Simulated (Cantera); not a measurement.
Feed: 1 mol Fe2O3, 0.7 mol H2S, 6.5 mol H2O, equilibrated at 1823.15 K and 2.10 bar.

Equilibrium computed with Cantera from the NASA thermochemical tables; the gas is ideal and each condensed phase is pure. Candidate condensed phases: Fe, FeO, Fe(OH)2, Fe(OH)3, FeS, FeSO4, FeS2, Fe2O3, Fe2(SO4)3, Fe3O4, H2O, H2SO4, S; 22 gas species. The tables' stoichiometric FeO is somewhat more stable than real wüstite, so its field is too wide. FeO: taken at fixed stoichiometry. Kinetics and transport are ignored.

Base state: H2O 0.827, H2 0.0884, SO2 0.0667, H2S 0.00902, S2 0.00495, SO 0.00274, SH 0.000971, S2O 0.000274 (mole fractions); condensed: FeO(l).

### Question
What changes in the equilibrium state with this change: 0.85 mol NH3 added?

### Answer
```csv
species,before,after
H2O,0.827,0.745
H2,0.0884,0.144
N2,0,0.0457
H2S,0.00902,0.0211
SO2,0.0667,0.0293
S2,0.00495,0.0102
Fe(OH)2,0.000136,0.000122
SH,0.000971,0.00178
S,4.34e-5,6.21e-5
OH,5.80e-5,4.09e-5
H,8.90e-5,0.000114
"FeO(l), mol",2.00,2.00
```
